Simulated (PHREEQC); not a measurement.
A PHREEQC input (ion-association model, wateq4f.dat):

```
SOLUTION 1
  temp 25
  units mg/L
  pH 6.12
  pe 9.3
  Na 0.012
  K 3.85e-07 charge
  Ca 0.0192
  Mg 0.00481
  Cl 0.0117
  S(6) 0.0245 as SO4
  Alkalinity 0.0625 as HCO3
  Ba 0.000942
END
USE solution 1
EQUILIBRIUM_PHASES 1
  Quartz 0 0.5
  CO2(g) -2.5 10
END
```

It stops with these messages:

```
WARNING: Maximum iterations exceeded, 100
WARNING: Maximum iterations exceeded, 100
WARNING: The program has failed to converge to a numerical solution.
ERROR:           Alkalinity has not converged. Total: 1.024270e-06	Calculated: 1.049371e-06	Residual: -2.510115e-08
ERROR: Is non-carbonate alkalinity greater than total alkalinity?
ERROR: Model failed to converge for initial solution  1.
```

Question: Find the cause and the fix.

Answer: The fault: charge balance asked on the minor ion K. The line should read `K 3.85e-07` where the input has `K 3.85e-07 charge`. With the mend the run ends at pH 5.19 and ionic strength 9.27e-6 mol/kgw.
